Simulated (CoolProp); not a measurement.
Properties of n-pentane along the isotherm 346.85 °C.

Values from CoolProp's reference Helmholtz-energy equation of state, Thol 2019.

```tsv
p (kPa)	phase	Z	Prandtl number
106	gas	0.9960	0.702
172	gas	0.9935	0.701
278	gas	0.9895	0.698
449	gas	0.9830	0.694
726	gas	0.9725	0.688
1170	gas	0.9557	0.678
1890	gas	0.9286	0.663
3060	gas	0.8850	0.642
4940	supercritical	0.8179	0.620
7990	supercritical	0.7291	0.629
12900	supercritical	0.7059	0.757
20800	supercritical	0.8465	1.03
33700	supercritical	1.143	1.39
```

Viscosity comes from a separate model (Quiñones-Cisneros 2006), older than the equation that it now runs on, and unchecked against measurements. Thermal conductivity comes from a separate model (Vassiliou 2015).
